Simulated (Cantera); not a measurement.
# Thermodynamics of fluorocarbon and chlorocarbon gases, feed CH3F + H2

Charge: 1 mol CH3F, 0.073 mol H2, equilibrated at 1373 K and 0.100 bar.

Equilibrium computed with Cantera from the NASA thermochemical tables; the gas is ideal and each condensed phase is pure. Candidate condensed phases: C, C6H6, C7H8, C8H18; 95 gas species. Kinetics and transport are ignored.

```json
{
 "x(H2)": "0.517",
 "x(HF)": "0.482",
 "x(CH4)": "0.000135",
 "x(H)": "7.57e-6",
 "n(C(graphite))": "1.000 mol",
 "gas_amount": "2.073 mol"
}
```
